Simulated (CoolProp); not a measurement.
Normal hydrogen at 269.46 K and 0.391 MPa is compressed adiabatically to 2.42 MPa with isentropic efficiency 0.9. Each further row changes one setting.

Computed with CoolProp (reference Helmholtz-energy equation of state, Leachman 2009).

| case | work (kJ/kg) | final temperature (K) | final density (kg/m³) |
|---|---|---|---|
| as stated | 2980 | 474.7 | 1.22 |
| efficiency 1 | 2680 | 454.2 | 1.28 |
| efficiency 0.65 | 4120 | 553.5 | 1.05 |
